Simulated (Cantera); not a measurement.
Input: 1 mol FeS, 0.39 mol O2, 5.3 mol N2, at 6900 Pa.

These are equilibrium values from Cantera (NASA tables, ideal gas, pure condensed phases), not measurements of a reactor. Candidate condensed phases: Fe, FeO, FeS, FeSO4, FeS2, Fe2O3, Fe2(SO4)3, Fe3O4, S; 19 gas species. Metal and sulfide melt together well below either melting point, which pure phases cannot show. Mutual solubility and eutectic melting of coexisting phases are not modelled. The tables' stoichiometric FeO is somewhat more stable than real wüstite, so its field is too wide. FeO, FeS: taken at fixed stoichiometry. Kinetics and transport are ignored. All values below are at 1425 K.

Base state: N2 0.946, SO2 0.0307, S2 0.0225, SO 0.000682, S2O 0.000265 (mole fractions); condensed: FeO(s) + FeS(s).

Q: What changes in the equilibrium state with this change: O2 from 0.39 to 0.23 mol?

A: 
```tsv
species	before	after
N2	0.946	0.967
SO2	0.0307	0.0173
S2	0.0225	0.0154
S2O	0.000265	0.000149
SO	0.000682	0.000465
FeO(s), mol	0.431	0.267
FeS(s), mol	0.569	0.733
```
